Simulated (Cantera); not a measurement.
A closed system holds: 1 mol Cr, 5.5 mol NH3, equilibrated at 5.80e-5 bar.

Cantera equilibrium calculation (NASA polynomials, part measured and part estimated; ideal gas, pure solids and liquids). Candidate condensed phases: Cr, CrN, Cr2N; 11 gas species. Kinetics and transport are ignored.

x: gas mole fraction; n: condensed amount in mol.

```tsv
T (K)	x H2	x N2	x H	x Cr	x N	n Cr(s)
1450	0.747	0.249	0.00107	0.00334	?	0.963
1500	0.741	0.247	0.00199	0.00970	?	0.892
1550	0.727	0.243	0.00353	0.0262	?	0.703
1600	0.695	0.233	0.00595	0.0664	?	0.215
1650	0.679	0.228	0.00983	0.0829	?	0
1700	0.674	0.227	0.0159	0.0827	?	0
1750	0.666	0.226	0.0249	0.0823	?	0
1800	0.655	0.225	0.0381	0.0817	?	0
1850	0.640	0.223	0.0566	0.0810	?	0
1900	0.618	0.220	0.0819	0.0799	?	0
1950	0.590	0.216	0.116	0.0785	?	0
```

### Question
What belongs in the gaps?

### Answer

- 1450, x N: 1.06e-12
- 1500, x N: 3.97e-12
- 1550, x N: 1.36e-11
- 1600, x N: 4.24e-11
- 1650, x N: 1.25e-10
- 1700, x N: 3.48e-10
- 1750, x N: 9.15e-10
- 1800, x N: 2.28e-9
- 1850, x N: 5.39e-9
- 1900, x N: 1.22e-8
- 1950, x N: 2.63e-8
